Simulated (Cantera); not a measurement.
## Sublimation and decomposition of ceramics: Si₃N₄ + C + N₂

Charge: 1 mol Si₃N₄, 0.061 mol C, 9.2 mol N₂, equilibrated at 0.0130 bar.

Method: chemical equilibrium by Gibbs-energy minimisation in Cantera with the NASA 1993 tables (ideal gas, pure condensed phases). Candidate condensed phases: C, Si, SiC, Si₃N₄; 32 gas species. Ions and electrons are included (thermal ionisation). Mutual solubility and eutectic melting of coexisting phases are not modelled. The tables' values for SiN are old estimates; treat these amounts as uncertain. Equilibrium is a limit: real reactors are often held back by kinetics, nucleation or transport.

```tsv
T (K)	x N₂	x N	x Si	x e-	n Si(l)	n SiC(s)
2000	0.996	7.90e-9	0.00335	2.31e-10	2.90	0.0600
2250	0.949	1.91e-7	0.0456	1.31e-8	2.31	0.0217
2500	0.795	2.29e-6	0.195	2.62e-7	0	0
2750	0.790	1.87e-5	0.205	1.64e-6	0	0
3000	0.787	0.000108	0.208	7.87e-6	0	0
3250	0.785	0.000480	0.209	3.00e-5	0	0
3500	0.784	0.00172	0.210	9.40e-5	0	0
3750	0.780	0.00520	0.209	0.000252	0	0
4000	0.773	0.0137	0.208	0.000597	0	0
4250	0.756	0.0319	0.205	0.00128	0	0
4500	0.723	0.0671	0.200	0.00251	0	0
4750	0.667	0.128	0.191	0.00454	0	0
5000	0.581	0.222	0.178	0.00765	0	0
```
x: gas mole fraction; n: condensed amount in mol.

From 2000 K to 2250 K the condensed part is Si(l) + SiC(s). From 2500 K to 5000 K nothing is condensed. The main Si-bearing gas is Si throughout.
